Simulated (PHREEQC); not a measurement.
Solution (87 °C): 0.046 mmol/kgw Ca(HCO3)2, 0.22 mmol/kgw NaF, 0.0081 mmol/kgw H4SiO4 and 0.041 mmol/kgw (CH3)4NF. Closed to the air; pH follows from the charge balance.

Computed with PHREEQC (ion-association model, wateq4f.dat).

This is a speciation only: nothing precipitates in the calculation.

Task: Order these C species by the share of C that they hold, largest first: HCO3-, CO2, CO3-2.

Result: HCO3- (91 %), CO2 (8.8 %), CO3-2 (0.17 %)

The pH is 7.37 and the ionic strength 0.000398 mol/kgw. Species that the database lacks are ignored. (CH3)4N+ isn't in the database: it is added as a free cation with an ion size of 4 Å. At this temperature some constants are extrapolated from 25 °C, and those without enthalpy data are left unchanged. SiF6-2 is the database's only silicon fluoride.
